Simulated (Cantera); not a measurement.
Feed: 1 mol CCl4, 0.29 mol HCl, equilibrated at 0.0170 bar.

These are equilibrium values from Cantera (NASA tables, ideal gas, pure condensed phases), not measurements of a reactor. Candidate condensed phases: C, C6H6, C7H8, C8H18; 103 gas species. Ions and electrons are included (thermal ionisation). The numbers say what is thermodynamically allowed, not how fast it happens.

Q: Which condensed phases are stable at each of these points (T (°C)): 1727, 1977, 2227, 2477, 2727, 2977, 3227, 3477, 3727, 3977, 4227, 4477, 4727?

A: 
| T (°C) | condensed phases | C condensed (%) |
|---|---|---|
| 1727 | C(graphite) | 100.0 |
| 1977 | C(graphite) | 100.0 |
| 2227 | C(graphite) | 99.9 |
| 2477 | C(graphite) | 98.4 |
| 2727 | C(graphite) | 70.6 |
| 2977 | gas only | 0.0 |
| 3227 | gas only | 0.0 |
| 3477 | gas only | 0.0 |
| 3727 | gas only | 0.0 |
| 3977 | gas only | 0.0 |
| 4227 | gas only | 0.0 |
| 4477 | gas only | 0.0 |
| 4727 | gas only | 0.0 |

From 1727 °C to 2727 °C the condensed part is C(graphite). From 2977 °C to 4727 °C nothing is condensed.
